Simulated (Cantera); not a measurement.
Input (Python, Cantera) and output of one run.

```python
import numpy as np
import cantera as ct

gas_names = """
    C CH CH2 CH3 CH2OH CH3O CH4 CH3OH CO CO2 COOH C2 C2H CHCO,ketyl C2H2,acetylene C2H2,vinylidene
    CH2CO,ketene C2H3,vinyl CH3CO,acetyl C2H4 C2H4O,ethylen CH3CHO,ethanal CH3COOH (HCOOH)2 C2H5 C2H6
    CH3OCH3 C2H5OH C2O C3 C3H3,propargyl C3H4,allene C3H4,propyne C3H4,cyclo- C3H5,allyl C3H6,propylene
    C3H6,cyclo- C3H6O C3H7,n-propyl C3H7,i-propyl C3H8 C3H8O,1propanol C3H8O,2propanol C3O2 C4 C4H2
    C4H4,1,3-cyclo- C4H6,butadiene C4H6,2-butyne C4H6,cyclo- C4H8,1-butene C4H8,cis2-buten
    C4H8,tr2-butene C4H8,isobutene C4H8,cyclo- (CH3COOH)2 C4H9,n-butyl C4H9,i-butyl C4H9,s-butyl
    C4H9,t-butyl C4H10,isobutane C4H10,n-butane C5 C5H6,1,3cyclo- C5H8,cyclo- C5H10,1-pentene
    C5H10,cyclo- C5H11,pentyl C5H11,t-pentyl C5H12,n-pentane C5H12,i-pentane CH3C(CH3)2CH3 C6H2
    C6H5,phenyl C6H5O,phenoxy C6H6 C6H5OH,phenol C6H10,cyclo- C6H12,1-hexene C6H12,cyclo- C6H13,n-hexyl
    C7H7,benzyl C7H8 C7H8O,cresol C7H14,1-heptene C7H15,n-heptyl C7H16,n-heptane C8H8,styrene
    C8H10,ethylbenz C8H16,1-octene C8H17,n-octyl C8H18,isooctane C8H18,n-octane C9H19,n-nonyl
    C10H8,naphthale C10H21,n-decyl C12H9,o-bipheny C12H10,bipheny H HCO HO2 H2 HCHO,formaldehy HCOOH H2O
    H2O2 O OH O2 O3 Si SiC SiC2 SiC4H12 SiH SiH2 SiH3 SiH4 SiO SiO2 Si2 Si2C Si3
""".split()
cond_names = """
    C(gr) C6H6(L) C7H8(L) C8H18(L),n-octa H2O(s) H2O(L) Si(cr) Si(L) SiC(b) SiO2(Lqz) SiO2(hqz) SiO2(L)
""".split()


def load(file, names, dense=False):
    # The tables refer to 1 bar. Condensed volumes are neglected.
    table = {s.name: s for s in ct.Species.list_from_file(file)}
    out = []
    for n in names:
        d = dict(table[n].input_data)
        d["thermo"] = dict(d["thermo"], **{"reference-pressure": 1e5})
        if dense:
            d["equation-of-state"] = {"model": "constant-volume", "density": "1e6 g/cm^3"}
        out.append(ct.Species.from_dict(d))
    return out


gas = ct.Solution(thermo="ideal-gas", species=load("nasa_gas.yaml", gas_names))
cond = {s.name: ct.Solution(thermo="fixed-stoichiometry", species=[s], name=s.name)
        for s in load("nasa_condensed.yaml", cond_names, dense=True)}
atoms = {
    'HMDSO': {'Si': 2, 'C': 6, 'H': 18, 'O': 1},
    'O2': {'O': 2},
    'H2': {'H': 2},
}
top_T = {'C(gr)': 4500, 'SiC(b)': 3050}  # K; cautious upper limits of use, not melting points


def equilibrate(T, P, feed):
    n = {}
    for name, mol in feed.items():
        for a, k in atoms[name].items():
            n[a] = n.get(a, 0.0) + k * mol
    gas.TPX = T, P, n
    mass = sum(n.values()) * gas.mean_molecular_weight
    gas.equilibrate("TP")
    valid = [c for c in cond.values() if c.min_temp <= T <= top_T.get(c.name, c.max_temp)]
    mix = ct.Mixture([(gas, mass / gas.mean_molecular_weight)] + [(c, 0.0) for c in valid])
    mix.T, mix.P = T, P
    mix.equilibrate("TP", solver="vcs", rtol=1e-11, max_steps=5000)
    return mix


results = []
feed = {'HMDSO': 1, 'O2': 15, 'H2': 42}  # mol
T = 1400  # K
P = 34000  # Pa
mix = equilibrate(T, P, feed)
results.append((T, P, feed, dict(zip(mix.species_names, mix.species_moles))))
x = sorted(zip(gas.X, gas.species_names), reverse=True)
print(f"T = {T:g} K  P = {P:g} Pa  gas = {mix.phase_moles(0):.4g} mol")
print("   x: " + "  ".join(f"{s} {v:.3e}" for v, s in x if v > 1e-05))
print("   condensed (mol): " + ("  ".join(f"{mix.phase(i).name} {mix.phase_moles(i):.4g}"
      for i in range(1, mix.n_phases) if mix.phase_moles(i) > 1e-12) or "none"))
```

Output:

```
T = 1400 K  P = 34000 Pa  gas = 57 mol
   x: H2 5.499e-01  H2O 3.448e-01  CO 8.167e-02  CO2 2.359e-02
   condensed (mol): SiO2(hqz) 2
```

Method: chemical equilibrium by Gibbs-energy minimisation in Cantera with the NASA 1993 tables (ideal gas, pure condensed phases). The feed counts by its element totals alone. The tables hold silica as quartz up to 1696 K and as liquid above; real silica turns to tridymite and cristobalite and melts near 1996 K. Gases not in the tables: Si(OH)4.
